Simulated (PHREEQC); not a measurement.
Dissolve 0.94 mol LiBr, 0.32 mol MgSO4 and 0.05 mol KBr per kg of water at 20 °C. Closed to the air; pH follows from the charge balance.

All values are PHREEQC results (Pitzer model, pitzer.dat), not measurements.

Q: The ionic strength comes out as 2.27 mol/kgw. What activity coefficients do SO4-2, Br-, Li+, K+, Mg+2 get?

A: SO4-2 0.032, Br- 0.61, Li+ 1.1, K+ 0.71, Mg+2 0.33. Single-ion values are on the MacInnes scale.

Precipitation was switched off in this run.
